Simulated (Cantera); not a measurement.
Gas mixture: 100 % CH4, at 0.330 Torr, frozen composition.

Cantera's kinetic-theory transport with the Lennard-Jones parameters of GRI-Mech 3.0, ideal gas; thermal conductivity in the mixture-averaged form. The composition is frozen, though it would react at the higher temperatures.

One state of this run: ρ (kg/m³) = 0.000141; cp (J/kg/K) = 3287; μ (µPa s) = 19.5; λ (mW/m/K) = 88.6; Pr = 0.723; D (cm²/s) CH4 = 0.000; D (cm²/s) CH3 = 1810; D (cm²/s) C2H2 = 1420. D: mixture-averaged diffusion coefficient of that species in the mixture.

Which value of T (K) does it belong to?
(A) 600
(B) 1200
(C) 400
(D) 1600

A, 600
